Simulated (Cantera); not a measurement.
A perfectly stirred reactor is fed with 50.0 % C2H4, 50.0 % H2, at 13300 Pa; it is held at 1425 K, and followed from long to short residence time.

Computed with Cantera and GRI-Mech 3.0 (53 species, 325 reactions). GRI-Mech 3.0 was tuned for natural gas; its chemistry of ethylene as a main component is partial and can be far from experiment. GRI-Mech 3.0 stops at C3 and has no aromatics, soot or wall deposition, so with more carbon than oxygen in the feed, carbon stays in small species such as C2H2 where larger ones or solid carbon would form.

One state of this run: x C2H4 = 0.420; x H2 = 0.526; x CH4 = 0.000631; x CH2 = 6.42e-10; x CH3 = 9.58e-7; x C2H2 = 0.0532; x C2H = 1.46e-9. x: mole fraction; the columns are a selection and need not sum to one.

Which value of τ (s) does it belong to?
A) 0.015
B) 0.22
C) 0.0010
D) 0.11

A, 0.015
